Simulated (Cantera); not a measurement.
Standard-state values (1 bar) from the NASA 1993 polynomials, evaluated with Cantera. Values are per mole of reaction as written; species without (g) are pure solids or liquids, kept so even where they would boil at 1 bar.

Between 398 and 998 K, where is each reaction favourable under standard conditions?
- 6 H2S(g) + 4 Si → 4 SiH3(g) + 3 S2(g)
- SiH4(g) → H(g) + SiH3(g)
- SiH4(g) + S → SiH2(g) + H2S(g)


- 6 H2S(g) + 4 Si → 4 SiH3(g) + 3 S2(g): ΔG° is 1250 kJ at 398 K and 1113 kJ at 998 K; it stays positive (K < 1). ΔH° is 1340 kJ and ΔS° 227 J/K at 998 K.
- SiH4(g) → H(g) + SiH3(g): ΔG° is 342 kJ at 398 K and 261 kJ at 998 K; it stays positive (K < 1). ΔH° is 400 kJ and ΔS° 139 J/K at 998 K.
- SiH4(g) + S → SiH2(g) + H2S(g): ΔG° is 120 kJ at 398 K and 22 kJ at 998 K; it stays positive (K < 1). ΔH° is 180 kJ and ΔS° 158 J/K at 998 K.
